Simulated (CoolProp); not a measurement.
A closed Brayton cycle with carbon dioxide: compressor inlet 326.15 K and 7.6 MPa, high pressure 24.8 MPa, turbine inlet 915 K, compressor efficiency 0.89, turbine efficiency 0.85, recuperator effectiveness 0.95 (on enthalpy, no pinch check). Each further row changes one setting.

Values from CoolProp's reference Helmholtz-energy equation of state, Span 1996.

| case | thermal efficiency (%) | net work (kJ/kg) | compressor to turbine work | compressor exit (K) | turbine exit (K) |
|---|---|---|---|---|---|
| as stated | ___ | 97.1 | 0.40 | 429.4 | 773.9 |
| turbine inlet 865 K | ___ | 87.3 | 0.42 | 429.4 | 728.7 |
| compressor inlet 336.15 K | 36.4 | ___ | ___ | 444.6 | 773.9 |
| high pressure 21.1 MPa | 37.5 | 87.3 | 0.38 | 414.8 | ___ |
| recuperator effectiveness 0.5 | ___ | 97.1 | 0.40 | 429.4 | 773.9 |

Question: What belongs in the gaps?

Answer: 
- as stated, thermal efficiency (%): 37.7
- turbine inlet 865 K, thermal efficiency (%): 35.6
- compressor inlet 336.15 K, net work (kJ/kg): 90.7
- compressor inlet 336.15 K, compressor to turbine work: 0.44
- high pressure 21.1 MPa, turbine exit (K): 792.4
- recuperator effectiveness 0.5, thermal efficiency (%): 22.3
